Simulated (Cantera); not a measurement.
Low-pressure radical oxidation in H2/O2

An isothermal, constant-pressure homogeneous reactor starts with H₂ : O₂ = 0.04 : 1 (molar parts), at 975 K and 20.0 Torr.

Model: the H2/O2 subset of GRI-Mech 3.0, which has no nitrogen chemistry, integrated in Cantera. Radical loss at walls, strong at low pressure, is not modelled. The temperature is held fixed by assumption; the heat of reaction is taken as removed at once.

```csv
t (s),x H₂,x O₂,x O,x OH,x HO₂,x H
5.00e-6,0.0385,0.962,<1e-12,<1e-12,1.78e-12,1.72e-12
1.92e-5,0.0385,0.962,<1e-12,<1e-12,6.84e-12,6.11e-12
7.34e-5,0.0385,0.962,9.16e-12,7.23e-12,2.64e-11,1.96e-11
0.000281,0.0385,0.962,1.10e-10,6.04e-11,1.05e-10,8.33e-11
0.00108,0.0385,0.962,6.00e-9,2.75e-9,6.96e-10,3.21e-9
0.00413,0.0331,0.958,0.00228,0.000941,1.07e-5,0.00153
0.0158,0.000231,0.958,0.00243,0.000438,7.58e-6,0.000332
0.0606,1.58e-5,0.961,0.000187,0.000101,1.89e-6,5.86e-6
0.232,1.15e-6,0.961,1.51e-5,2.93e-5,3.18e-7,1.37e-7
0.889,8.09e-8,0.961,1.71e-6,1.00e-5,4.82e-8,5.30e-9
3.41,8.37e-9,0.961,2.80e-7,4.05e-6,8.76e-9,3.49e-10
13.1,1.44e-9,0.961,5.72e-8,1.82e-6,1.91e-9,3.21e-11
50.0,3.08e-10,0.961,1.31e-8,8.72e-7,5.28e-10,3.53e-12
```
x: mole fraction; the columns are a selection and need not sum to one.

Equilibrium at this temperature and pressure: H₂ 1.00e-11, O₂ 0.961, O 4.36e-10, OH 1.58e-7, HO₂ 4.89e-10, H <1e-12 (gas phase only).
